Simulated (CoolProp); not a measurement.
Aqueous propylene glycol as a coolant, 9 % by mass, freezing at -2.5 °C, 1 atm.

Computed with CoolProp (Melinder's fits for secondary coolants).

```tsv
T (°C)	Prandtl number	conductivity (W/(m K))	cp (kJ/(kg K))	viscosity (mPa s)
-0.1	20.7	0.520	4.072	2.64
6.5	16.1	0.530	4.076	2.09
13.2	12.8	0.540	4.080	1.69
19.8	10.4	0.549	4.086	1.39
26.5	8.56	0.558	4.093	1.17
33.1	7.22	0.566	4.100	0.997
39.8	6.17	0.574	4.108	0.863
```
